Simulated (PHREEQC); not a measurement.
Solution (25 °C): 0.053 mol/kgw FeCl3, 0.0045 mol/kgw CaCl2 and 0.27 mol/kgw Na2SO4. Closed to the air; pH follows from the charge balance.

All values are PHREEQC results (ion-association model, phreeqc.dat), not measurements.

Task: The ionic strength comes out as 0.681 mol/kgw. What activity coefficients do Cl-, H+, HSO4-, FeCl2+, Ca+2 get?

Result: Cl- 0.63, H+ 0.76, HSO4- 0.75, FeCl2+ 0.66, Ca+2 0.25.

This is a speciation only: nothing precipitates in the calculation. The solution is supersaturated, for example in Hematite (slow to form), Goethite (slow to form), so a real one may precipitate; this is no full list.
